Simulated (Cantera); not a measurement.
Input: 1 mol CH3Cl, 0.021 mol F2, 0.55 mol H2, held at 2050 K and 7.50 Torr.

Method: chemical equilibrium by Gibbs-energy minimisation in Cantera with the NASA 1993 tables (ideal gas, pure condensed phases). Candidate condensed phases: C, C6H6, C7H8, C8H18; 118 gas species. Kinetics and transport are ignored.

Base state: H2 0.582, HCl 0.376, H 0.0173, HF 0.0161, Cl 0.00827, C2H2 (acetylene) 0.000618 (mole fractions); condensed: C(graphite).

### Question
What changes in the equilibrium state with this change: temperature from 2050 K to 1050 K?

### Answer
```json
[
 {"species": "H2", "before": "0.582", "after": "0.594"},
 {"species": "HCl", "before": "0.376", "after": "0.389"},
 {"species": "HF", "before": "0.0161", "after": "0.0163"},
 {"species": "H", "before": "0.0173", "after": "6.25e-8"},
 {"species": "C2H2 (acetylene)", "before": "0.000618", "after": "2.46e-9"},
 {"species": "Cl", "before": "0.00827", "after": "3.73e-8"},
 {"species": "CH4", "before": "1.26e-6", "after": "0.000202"},
 {"species": "C(graphite), mol", "before": "0.997", "after": "0.999"}
]
```

### Question
What changes in the equilibrium state with this change: temperature from 2050 K to 2998 K?

### Answer
```tsv
species	before	after
H	0.0173	0.575
Cl	0.00827	0.170
H2	0.582	0.134
HCl	0.376	0.0581
C3	9.21e-9	0.0305
HF	0.0161	0.00929
C2	<1e-9	0.00310
C	8.71e-9	0.00497
C5	<1e-9	0.000556
C4	<1e-9	0.000103
CH	2.98e-9	8.20e-5
C(graphite), mol	0.997	0.403
```
The tables' values for CCl are old estimates; treat these amounts as uncertain.
